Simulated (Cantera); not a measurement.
Input: 1 mol n-butane, 0.63 mol CO₂, 0.34 mol N₂, at 2800000 Pa.

These are equilibrium values from Cantera (NASA tables, ideal gas, pure condensed phases), not measurements of a reactor. Candidate condensed phases: C, C₆H₆, C₇H₈, C₈H₁₈, H₂O; 136 gas species. Rates play no part. All values below are at 1975 K.

Base state: H₂ 0.746, CO 0.192, N₂ 0.0505, CH₄ 0.00708, HCN 0.00259, H₂O 0.000520, C₂H₂ (acetylene) 0.000485, H 0.000223 (mole fractions); condensed: C(graphite).

**Question.** What changes in the equilibrium state with this change: CO₂ from 0.63 to 1.1 mol?

**Answer.** 
```tsv
species	before	after
H₂	0.746	0.654
CO	0.192	0.293
N₂	0.0505	0.0441
CO₂	2.97e-5	6.93e-5
H₂O	0.000520	0.000695
NH₃	8.50e-5	6.52e-5
CH₄	0.00708	0.00543
C₂H₄	7.86e-5	6.03e-5
C(graphite), mol	3.30	2.84
```
